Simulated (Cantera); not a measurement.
A closed system holds: 1 mol SiO2, 1 mol HBr, held at 650 K and 39000 Pa.

These are equilibrium values from Cantera (NASA tables, ideal gas, pure condensed phases), not measurements of a reactor. Candidate condensed phases: Br2, H2O, Si, SiO2; 28 gas species. Equilibrium is a limit: real reactors are often held back by kinetics, nucleation or transport.

Base state: HBr 1.000, H2 2.09e-5, Br2 2.09e-5 (mole fractions); condensed: SiO2(α-quartz).

Question: What changes in the equilibrium state with this change: temperature from 650 K to 1273.15 K?

Answer: 
| species | before | after |
|---|---|---|
| HBr | 1.000 | 0.989 |
| Br | 7.56e-8 | 0.00484 |
| H2 | 2.09e-5 | 0.00416 |
| SiBr4 | 1.16e-6 | 0.000118 |
| H2O | 2.31e-6 | 0.000236 |
| Br2 | 2.09e-5 | 0.00174 |
| SiO2(α-quartz), mol | 1.000 | 0 |
| SiO2(β-quartz), mol | 0 | 1.000 |
The tables hold silica as quartz up to 1696 K and as liquid above; real silica turns to tridymite and cristobalite and melts near 1996 K.
